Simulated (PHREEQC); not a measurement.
Make-up at 25 °C: 0.0026 mol/kgw (CH3)4NCl and 0.00015 mol/kgw ZnSO4. Closed to the air; pH follows from the charge balance.

Model: ion-association model, phreeqc.dat, run in PHREEQC.

Task: The ionic strength comes out as 0.00319 mol/kgw. What activity coefficients do SO4-2, Zn+2, Cl- get?

Result: SO4-2 0.78, Zn+2 0.79, Cl- 0.94.

Precipitation was switched off in this run. Complexes and solids missing from the database can't appear. (CH3)4N+ isn't in the database: it is added as a free cation with an ion size of 4 Å.
